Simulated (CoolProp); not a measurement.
A Linde-Hampson liquefier for ethylene: isothermal reversible compression at 320 K from 1 atm to 30 MPa, throttling to 1 atm, return gas leaving the recuperator 2 K below the feed. Each further row changes one setting.

Values from CoolProp's reference Helmholtz-energy equation of state, Smukala 2000.

```csv
case,liquid yield per pass,compression work (kJ/kg of gas)
as stated,0.426,444
high pressure 60 MPa,___,___
warm-end temperature 350 K,___,512
warm-end gap 7 K,0.420,444
```

Q: Fill in the missing entries.

A: 
- high pressure 60 MPa, liquid yield per pass: 0.407
- high pressure 60 MPa, compression work (kJ/kg of gas): 513
- warm-end temperature 350 K, liquid yield per pass: 0.354
